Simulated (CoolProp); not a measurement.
Ethane at 267.88 K and 21.2 MPa flows at 2.5 m/s in a round tube of 1 mm bore and 45 µm roughness, fully developed (64/Re and Nu = 3.66 if laminar; Colebrook and Gnielinski if turbulent). Each further row changes one setting.

Computed with CoolProp (reference Helmholtz-energy equation of state, Bücker 2006).

```json
[
 {"case": "as stated", "Reynolds number": "13100", "Darcy friction factor": "…", "pressure drop (Pa/m)": "102000", "heat-transfer coefficient (W/(m² K))": "…", "mass flow (kg/h)": "…"},
 {"case": "velocity 5 m/s", "Reynolds number": "26200", "Darcy friction factor": "0.0691", "pressure drop (Pa/m)": "403000", "heat-transfer coefficient (W/(m² K))": "…", "mass flow (kg/h)": "…"},
 {"case": "diameter 2 mm", "Reynolds number": "26200", "Darcy friction factor": "0.0523", "pressure drop (Pa/m)": "…", "heat-transfer coefficient (W/(m² K))": "…", "mass flow (kg/h)": "…"}
]
```

Q: What belongs in the gaps?

A: 
- as stated, Darcy friction factor: 0.0700
- as stated, heat-transfer coefficient (W/(m² K)): 15000
- as stated, mass flow (kg/h): 3.30
- velocity 5 m/s, heat-transfer coefficient (W/(m² K)): 31000
- velocity 5 m/s, mass flow (kg/h): 6.60
- diameter 2 mm, pressure drop (Pa/m): 38100
- diameter 2 mm, heat-transfer coefficient (W/(m² K)): 12400
- diameter 2 mm, mass flow (kg/h): 13.2

Viscosity comes from a separate model (Friend 1991). Thermal conductivity comes from a separate model (Friend 1991).
